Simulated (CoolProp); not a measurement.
R507A along the isobar 10.3 MPa: density (kg/m³) from the reference equation and from simpler models built on Tc = 70.6 °C, pc = 3.705 MPa, ω = 0.286; each cubic takes its own stable root.

The numbers come from the reference Helmholtz-energy equation of state, Lemmon 2003 in CoolProp. It is a pseudo-pure fit of the blend.

```tsv
T (°C)	phase	reference	van der Waals	Redlich-Kwong	Soave-Redlich-Kwong	Peng-Robinson
52.95	liquid	1019	669.9	863.7	877.3	982.3
62.15	liquid	(withheld)	654.8	(withheld)	838.0	935.7
71.45	supercritical	936.2	639.0	796.5	795.7	885.4
80.75	supercritical	889.9	622.6	760.8	751.1	832.2
90.05	supercritical	839.6	605.7	724.0	(withheld)	776.3
99.35	supercritical	(withheld)	588.2	686.1	656.1	718.8
108.55	supercritical	728.3	570.2	648.1	608.0	661.9
117.85	supercritical	668.8	551.5	609.5	560.5	606.5
127.15	supercritical	610.1	532.2	571.5	(withheld)	555.3
136.45	supercritical	555.6	512.4	534.9	475.9	509.9
145.75	supercritical	507.7	492.3	500.5	440.7	470.6
154.95	supercritical	467.3	(withheld)	469.3	410.7	437.3
```

**Question.** What belongs in the gaps?

**Answer.** 
- 62.15, reference: 979.1
- 62.15, Redlich-Kwong: 830.9
- 90.05, Soave-Redlich-Kwong: 704.4
- 99.35, reference: 785.4
- 127.15, Soave-Redlich-Kwong: 516.0
- 154.95, van der Waals: 472.3
